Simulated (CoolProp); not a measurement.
Tetrahydrofuran at 298.15 K and 0.00425 MPa is throttled through a valve to 0.00137 MPa with no heat exchange. Each further row changes one setting.

Model: reference Helmholtz-energy equation of state, Fiedler 2023, in CoolProp.

```tsv
case	final density (kg/m³)
as stated	0.0399
outlet pressure 0.000411 MPa	0.0120
outlet pressure 0.00178 MPa	0.0518
```
